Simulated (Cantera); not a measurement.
An isothermal, constant-pressure homogeneous reactor starts with 1.91 % C2H6, 97.6 % N2, 0.498 % H2O, at 2000 K and 1430 Torr.

Detailed kinetics in Cantera: GRI-Mech 3.0 (53 species, 325 reactions). GRI-Mech 3.0 stops at C3 and has no aromatics, soot or wall deposition, so with more carbon than oxygen in the feed, carbon stays in small species such as C2H2 where larger ones or solid carbon would form.

Question: Predict: x(H) at 100 s; x(CH2) at 100 s; x(C2H) at 100 s; x(H2) at 100 s; x(HCN) at 100 s; x(CH4) at 100 s.

Answer: 
| Quantity | Result |
|---|---|
| x(H) at 100 s | 0.000248 (gas-phase equilibrium 0.000248) |
| x(CH2) at 100 s | 2.38e-8 (gas-phase equilibrium 9.33e-9) |
| x(C2H) at 100 s | 1.38e-6 (gas-phase equilibrium 1.95e-7) |
| x(H2) at 100 s | 0.0437 (gas-phase equilibrium 0.0437) |
| x(HCN) at 100 s | 0.00581 (gas-phase equilibrium 0.0282) |
| x(CH4) at 100 s | 2.88e-5 (gas-phase equilibrium 1.13e-5) |
